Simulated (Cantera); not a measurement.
Charge: 1 mol Ti, 0.38 mol C3H8, 17 mol H2, at 13.0 Pa.

Cantera equilibrium calculation (NASA polynomials, part measured and part estimated; ideal gas, pure solids and liquids). Candidate condensed phases: C, C6H6, C7H8, C8H18, Ti, TiC; 77 gas species. TiC: taken at fixed stoichiometry. Kinetics and transport are ignored.

Question: At 1825 °C, list the 4 most abundant gas species with their mole fractions, and the condensed phases.

Answer: H2 0.763, H 0.236, C2H2 (acetylene) 0.00109, Ti 3.57e-5. Condensed: C(graphite) + TiC(s).
